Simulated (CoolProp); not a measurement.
Vapour-liquid equilibrium of R152A (1) + isobutane (2) at 8.3 bar; x and y are mole fractions of (1).

Values from CoolProp's multi-fluid Helmholtz-energy mixture model, Outcalt 1996 and Bücker 2006; pair parameters Bell 2016.

Give the bubble temperature and the first vapour's composition at x = 0.05, 0.5, 0.95. Is there an azeotrope?

x = 0.05: 52.7 °C, y = 0.140; x = 0.5: 34.6 °C, y = 0.620; x = 0.95: 35.1 °C, y = 0.921. y crosses x between x = 0.65 and 0.8: the model has an azeotrope there.

Pair parameters are fitted to limited data, so mixtures are less certain than the pure fluids.
